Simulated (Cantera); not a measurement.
An adiabatic, constant-pressure homogeneous reactor starts with 1.44 % CH4, 0.332 % C2H6, 1.43 % C3H8, 20.3 % O2, 76.5 % N2, at 1425 K and 413 Torr.

Cantera simulation using GRI-Mech 3.0 (53 species, 325 reactions); the numbers are that mechanism's predictions, not measurements. GRI-Mech 3.0 was tuned for natural gas; its chemistry of propane as a main component is partial and can be far from experiment.

One state of this run: T (K) = 2430; x CH4 = <1e-12; x C2H6 = <1e-12; x C3H8 = <1e-12; x NO = 0.00656; x NO2 = 2.97e-6. x: mole fraction; the columns are a selection and need not sum to one.

Problem. Which value of t (s) does it belong to?
A) 0.0850
B) 0.000155
C) 0.00193
D) 0.0241

Solution. D, 0.0241
